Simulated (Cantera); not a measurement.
**Equilibrium for fluorocarbon and chlorocarbon gases: C2F6 + F2**

Charge: 1 mol C2F6, 0.83 mol F2, equilibrated at 12.0 Pa.

Cantera equilibrium calculation (NASA polynomials, part measured and part estimated; ideal gas, pure solids and liquids). Candidate condensed phases: C; 13 gas species. The feed counts by its element totals alone. Gases not in the tables: C2F6 and larger saturated fluorocarbons. Kinetics and transport are ignored.

From 900 K to 1725 K the condensed part is C(graphite). From 1800 K to 1875 K nothing is condensed. The main C-bearing gas is CF4 throughout.

```csv
T (K),x CF4,x F,x CF2,x CF3,x CF,n C(graphite)
900,1.00,7.91e-11,1.12e-9,1.53e-9,<1e-12,0.0850
975,1.00,2.03e-9,2.06e-8,1.60e-8,<1e-12,0.0850
1050,1.00,3.28e-8,2.49e-7,1.20e-7,<1e-12,0.0850
1125,1.000,3.66e-7,2.15e-6,6.86e-7,<1e-12,0.0850
1200,1.000,3.03e-6,1.41e-5,3.14e-6,1.67e-11,0.0850
1275,1.000,1.95e-5,7.40e-5,1.20e-5,2.94e-10,0.0849
1350,1.000,0.000103,0.000322,3.96e-5,3.75e-9,0.0847
1425,0.998,0.000452,0.00120,0.000115,3.66e-8,0.0840
1500,0.994,0.00172,0.00389,0.000298,2.83e-7,0.0819
1575,0.982,0.00574,0.0112,0.000703,1.80e-6,0.0766
1650,0.952,0.0171,0.0290,0.00151,9.57e-6,0.0641
1725,0.884,0.0458,0.0675,0.00291,4.35e-5,0.0376
1800,0.751,0.114,0.130,0.00480,0.000153,0
1875,0.534,0.267,0.192,0.00621,0.000391,0
```
x: gas mole fraction; n: condensed amount in mol.
